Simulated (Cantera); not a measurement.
**Counterflow diffusion flame**

A counterflow diffusion flame at 1.97 atm, nozzles 20 mm apart: fuel side 69.7 % CO, 4.53 % H2, 25.8 % CH4 at 475 K, oxidiser side 25.0 % O2, 75.0 % N2 at 450 K, fuel mass flux 0.9 times the oxidiser's; mixture-averaged transport, no radiation.

Cantera simulation using GRI-Mech 3.0 (53 species, 325 reactions); the numbers are that mechanism's predictions, not measurements. GRI-Mech 3.0 has no aromatics or soot, which form on the fuel side of real flames. The maximum strain rate includes the flame's own expansion and is several times the mean.

```tsv
oxidiser flux (kg/m²/s)	max strain (1/s)	mean strain (1/s)	T max (K)	peak x OH	peak x H	peak x NO	peak x CO	peak x C2H2
1.2	356	83.6	2329	0.00996	0.00419	0.000426	0.697	0.00742
1.6	465	111	2306	0.0101	0.00449	0.000376	0.697	0.00708
2.2	626	153	2280	0.0102	0.00483	0.000329	0.697	0.00673
3	839	209	2255	0.0102	0.00517	0.000290	0.697	0.00643
4	1100	279	2233	0.0102	0.00549	0.000258	0.697	0.00617
5.4	1460	376	2212	0.0102	0.00582	0.000227	0.697	0.00593
7.3	1950	509	2191	0.0101	0.00617	0.000199	0.697	0.00571
9.9	2610	690	2166	0.00986	0.00648	0.000168	0.697	0.00540
13	3380	906	2141	0.00958	0.00671	0.000141	0.697	0.00504
18	4610	1250	2108	0.00914	0.00689	0.000110	0.697	0.00452
```
x: mole fraction; the columns are a selection and need not sum to one.
